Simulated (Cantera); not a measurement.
A closed system holds: 1 mol SiHCl3, 14 mol H2, equilibrated at 1052 °C and 0.100 bar.

Equilibrium computed with Cantera from the NASA thermochemical tables; the gas is ideal and each condensed phase is pure. The tables' values for SiCl3 are old estimates; treat these amounts as uncertain. Kinetics and transport are ignored.

```json
[
 {"species": "H2", "before": "0.875", "after": "0.902"},
 {"species": "HCl", "before": "0.0842", "after": "0.0720"},
 {"species": "SiCl2", "before": "0.0222", "after": "0.0157"},
 {"species": "SiCl4", "before": "0.00787", "after": "0.00395"},
 {"species": "SiCl3", "before": "0.00567", "after": "0.00338"},
 {"species": "SiHCl3", "before": "0.00419", "after": "0.00254"},
 {"species": "SiH2Cl2", "before": "0.000320", "after": "0.000233"},
 {"species": "Si(s), mol", "before": "0.365", "after": "0.436"}
]
```
Gas species are given as mole fractions.

Which change was made?
A) temperature from 1052 °C to 625 °C
B) temperature from 1052 °C to 975 °C
C) H2 from 14 to 410 mol
D) H2 from 14 to 20 mol

D, H2 from 14 to 20 mol
